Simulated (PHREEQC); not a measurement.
Solution (25 °C): 61 mmol/kgw NaHS, 0.16 mmol/kgw NaOH and 0.037 mmol/kgw MnCl2. It is in equilibrium with CO2 at log p = 0 (atm). Otherwise closed; pH follows from the charge balance.

All values are PHREEQC results (ion-association model, wateq4f.dat), not measurements.

* **pH**: 6.38
* **ionic strength**: 0.0602 mol/kgw
* **total alkalinity**: 61.2 meq/kg

```
species  molality  activity   log γ
-------  --------  --------  ------
Na+        0.0602    0.0489  -0.090
H2S        0.0452    0.0459   0.006
HCO3-      0.0443    0.0363  -0.087
CO2        0.0336    0.0340   0.006
HS-        0.0158    0.0126  -0.098
NaHCO3   0.000984  0.000997   0.006
Cl-       7.40e-5   5.92e-5  -0.097
```

No solid was allowed to form. Saturation is exceeded, for instance for Rhodochrosite; the values hold only as long as no solid forms. Species that the database lacks are ignored. The polysulfide entries of wateq4f.dat were taken out for this run.
